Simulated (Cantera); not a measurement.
Charge: 1 mol TiO2, 570 mol H2, equilibrated at 1925 K and 120000 Pa.

These are equilibrium values from Cantera (NASA tables, ideal gas, pure condensed phases), not measurements of a reactor. Candidate condensed phases: H2O, Ti, TiO, TiO2, Ti2O3, Ti3O5, Ti4O7; 12 gas species. Equilibrium is a limit: real reactors are often held back by kinetics, nucleation or transport.

Q: What is the equilibrium state?

A: 
```
Item                                    Result
-----------------------------------  ---------
x(H2)                                    0.998
x(H2O)                                0.000877
x(H)                                  0.000872
n(Ti2O3(s))                          0.500 mol
gas amount                           570.2 mol
log10 activity of Ti3O5(s) (absent)      -0.24
log10 activity of Ti4O7(s) (absent)      -0.98
log10 activity of Ti(β) (absent)         -3.38
```
